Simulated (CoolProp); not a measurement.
Vapour-liquid equilibrium of R1234yf (1) + R227EA (2) at 0.612 kPa; x and y are mole fractions of (1).

Values from CoolProp's multi-fluid Helmholtz-energy mixture model, Lemmon 2022 and Lemmon 2016; pair parameters Bell 2016.

```tsv
x	bubble temperature, mixture model (°C)	bubble temperature, Raoult's law (°C)	y, mixture model	y, Raoult's law
0.05	-94.0	-93.9	0.147	0.139
0.15	-95.8	-95.7	0.367	0.357
0.25	-97.3	-97.2	0.523	0.516
0.35	-98.6	-98.5	0.639	0.637
0.45	-99.8	-99.7	0.729	0.730
0.55	-100.8	-100.7	0.801	0.804
0.65	-101.7	-101.7	0.860	0.863
0.75	-102.6	-102.5	0.909	0.912
0.85	-103.3	-103.3	0.950	0.952
0.95	-104.1	-104.1	0.985	0.985
```

The largest gap from Raoult's law is -0.1 K in bubble temperature, at x = 0.25. No azeotrope shows between x = 0.05 and 0.95.

Pair parameters are fitted to limited data, so mixtures are less certain than the pure fluids.
